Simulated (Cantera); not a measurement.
A perfectly stirred reactor is fed with N2O = 1 (molar parts), at 4500 Pa; it is held at 1150 K, and followed from long to short residence time.

Cantera simulation using GRI-Mech 3.0 (53 species, 325 reactions); the numbers are that mechanism's predictions, not measurements. GRI-Mech 3.0 was tuned for natural gas; its chemistry of N2O as a main component is partial and can be far from experiment. Radical loss at walls, strong at low pressure, is not modelled. The mechanism lacks the step 2 NO + O2 → 2 NO2, which can matter for NO2 below about 1400 K. The temperature is held fixed by assumption; the heat of reaction is taken as removed at once.

Q: Predict: x(N2O) at τ = 3.90 s; x(O2) at τ = 3.90 s; x(O) at τ = 3.90 s; x(N2) at τ = 3.90 s; x(NO2) at τ = 3.90 s; x(N2O) at τ = 12.0 ms; x(O2) at τ = 12.0 ms; x(O) at τ = 12.0 ms; x(N2) at τ = 12.0 ms.

A: 
| Quantity | Value |
|---|---|
| x(N2O) at τ = 3.90 s | 0.943 |
| x(O2) at τ = 3.90 s | 0.0173 |
| x(O) at τ = 3.90 s | 8.09e-7 |
| x(N2) at τ = 3.90 s | 0.0362 |
| x(NO2) at τ = 3.90 s | 1.58e-6 |
| x(N2O) at τ = 12.0 ms | 1.000 |
| x(O2) at τ = 12.0 ms | 5.58e-5 |
| x(O) at τ = 12.0 ms | 7.99e-7 |
| x(N2) at τ = 12.0 ms | 0.000118 |
